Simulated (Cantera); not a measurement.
A perfectly stirred reactor is fed with H2 : O2 : N2 = 0.3 : 1 : 15 (molar parts), at 150 Torr; it is held at 975 K, and followed from long to short residence time.

Model: GRI-Mech 3.0 (53 species, 325 reactions), integrated in Cantera.

Q: What does this change do: pressure from 150 Torr to 97.5 Torr?

A: 
| quantity | before | after |
|---|---|---|
| x(H2) at τ = 5.30 s | 9.99e-5 | 9.88e-5 |
| x(O2) at τ = 5.30 s | 0.0527 | 0.0527 |
| x(O) at τ = 5.30 s | 9.09e-6 | 1.63e-5 |
| x(N2O) at τ = 5.30 s | 1.21e-7 | 8.17e-8 |
| x(H2O) at τ = 5.30 s | 0.0185 | 0.0185 |
| x(H2) at τ = 44.0 ms | 0.00135 | 0.00140 |
| x(O2) at τ = 44.0 ms | 0.0532 | 0.0532 |
| x(O) at τ = 44.0 ms | 0.000148 | 0.000257 |
| x(N2O) at τ = 44.0 ms | 2.36e-8 | 1.57e-8 |
| x(H2O) at τ = 44.0 ms | 0.0171 | 0.0170 |
Radical loss at walls, strong at low pressure, is not modelled.

Q: What does this change do: temperature 975 to 1248 K?

A: 
```json
[
 {"quantity": "x(H2) at τ = 5.30 s", "before": "9.99e-5", "after": "1.41e-5"},
 {"quantity": "x(O2) at τ = 5.30 s", "before": "0.0527", "after": "0.0526"},
 {"quantity": "x(O) at τ = 5.30 s", "before": "9.09e-6", "after": "2.76e-5"},
 {"quantity": "x(N2O) at τ = 5.30 s", "before": "1.21e-7", "after": "2.92e-7"},
 {"quantity": "x(H2O) at τ = 5.30 s", "before": "0.0185", "after": "0.0185"},
 {"quantity": "x(H2) at τ = 44.0 ms", "before": "0.00135", "after": "0.000283"},
 {"quantity": "x(O2) at τ = 44.0 ms", "before": "0.0532", "after": "0.0524"},
 {"quantity": "x(O) at τ = 44.0 ms", "before": "0.000148", "after": "0.000617"},
 {"quantity": "x(N2O) at τ = 44.0 ms", "before": "2.36e-8", "after": "1.13e-7"},
 {"quantity": "x(H2O) at τ = 44.0 ms", "before": "0.0171", "after": "0.0180"}
]
```

Q: What does this change do: pressure from 150 Torr to 128 Torr?

A: 
| quantity | before | after |
|---|---|---|
| x(H2) at τ = 5.30 s | 9.99e-5 | 9.86e-5 |
| x(O2) at τ = 5.30 s | 0.0527 | 0.0527 |
| x(O) at τ = 5.30 s | 9.09e-6 | 1.14e-5 |
| x(N2O) at τ = 5.30 s | 1.21e-7 | 1.05e-7 |
| x(H2O) at τ = 5.30 s | 0.0185 | 0.0185 |
| x(H2) at τ = 44.0 ms | 0.00135 | 0.00136 |
| x(O2) at τ = 44.0 ms | 0.0532 | 0.0532 |
| x(O) at τ = 44.0 ms | 0.000148 | 0.000183 |
| x(N2O) at τ = 44.0 ms | 2.36e-8 | 2.03e-8 |
| x(H2O) at τ = 44.0 ms | 0.0171 | 0.0171 |
